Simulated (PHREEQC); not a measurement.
Buffer: an equilibrium model

Solution (65 °C): 0.27 mol/kgw NaHCO3 and 6.2e-05 mol/kgw NaF. Closed to the air; pH follows from the charge balance.

Equilibrium calculation in PHREEQC: ion-association model, wateq4f.dat.

Each row changes one thing in this solution. This is a speciation only: nothing precipitates in the calculation.

| case | pH | ionic strength (mol/kgw) | Na+ (mol/kgw) | NaF (mol/kgw) | HF (mol/kgw) |
|---|---|---|---|---|---|
| as made | 7.46 | 0.246 | 0.245 | 3.72e-6 | 4.14e-9 |
| 0.034 mol/kgw (CH3)4NCl added | 7.46 | 0.281 | 0.245 | 3.61e-6 | 4.08e-9 |
| NaHCO3 left out | 6.50 | 6.23e-5 | 6.20e-5 | 2.17e-9 | 6.32e-8 |
| 0.033 mol/kgw NaOH added | 8.00 | 0.261 | 0.257 | 3.83e-6 | 1.20e-9 |

(CH3)4N+ isn't in the database: it is added as a free cation with an ion size of 4 Å. Constants without temperature data keep their 25 °C values here.
